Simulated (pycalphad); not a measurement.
CALPHAD calculation (pycalphad, COST 507 light-alloy database (1999)), 1 atm. The database dates from 1999; later assessments differ in places, in temperatures and in the compounds included. Amounts are mole fractions of atoms.

Task: Give the equilibrium state of Si-2.69Al (at.%) at 550 K.

Result: 
```
T = 550.00 K, P = 101325 Pa, N = 1 mol of atoms
G = -12326 J/mol, H = 5643 J/mol, S = 32.67 J/(mol K)  (SER reference)
chemical potentials (J/mol): Si -12177, Al -17723
phase             fraction      x(Si)      x(Al)
DIAMOND_A4          0.9731     1.0000   1.45e-10
FCC_A1              0.0269   0.000374     0.9996
```

Task: Give the equilibrium state of Si-2.69Al (at.%) at 1000 K.

Result: diamond (Si), fraction 0.965, with <0.01 Al at.%; liquid, fraction 0.035, with 77.9 Al at.%.

FCC_A1 is fcc; DIAMOND_A4 is diamond (Si).
